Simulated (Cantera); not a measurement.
Feed: 1 mol HCl, 1.1 mol H2, 0.2 mol O2, held at 973.15 K and 1.00 bar.

Cantera equilibrium calculation (NASA polynomials, part measured and part estimated; ideal gas, pure solids and liquids). Candidate condensed phases: H2O; 14 gas species. Equilibrium is a limit: real reactors are often held back by kinetics, nucleation or transport.

Q: What is the equilibrium state?

A: 
* **x(HCl)**: 0.476
* **x(H2)**: 0.333
* **x(H2O)**: 0.190
* **gas amount**: 2.100 mol
